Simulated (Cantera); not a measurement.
A closed system holds: 1 mol PbO, 0.065 mol O2, 1.6 mol H2, at 1300 °C and 10.0 mbar.

Method: chemical equilibrium by Gibbs-energy minimisation in Cantera with the NASA 1993 tables (ideal gas, pure condensed phases). Equilibrium is a limit: real reactors are often held back by kinetics, nucleation or transport.

| species | before | after |
|---|---|---|
| H2O | 0.434 | 0.436 |
| O2 | 1.33e-8 | 0.290 |
| PbO | 0.000558 | 0.238 |
| Pb | 0.384 | 0.0350 |
| H2 | 0.181 | 3.89e-5 |
| O | 1.21e-8 | 5.64e-5 |
| Pb2 | 2.00e-5 | 1.66e-7 |
| OH | 1.50e-5 | 0.00103 |
| H | 0.000173 | 2.54e-6 |
Gas species are given as mole fractions.

Question: What was changed between the two runs?
(A) temperature from 1300 °C to 302 °C
(B) O2 from 0.065 to 1.8 mol
(C) O2 from 0.065 to 0.4 mol
(D) pressure from 10.0 mbar to 16.0 Pa

Answer: B, O2 from 0.065 to 1.8 mol. Gases not in the tables: (PbO)n polymers
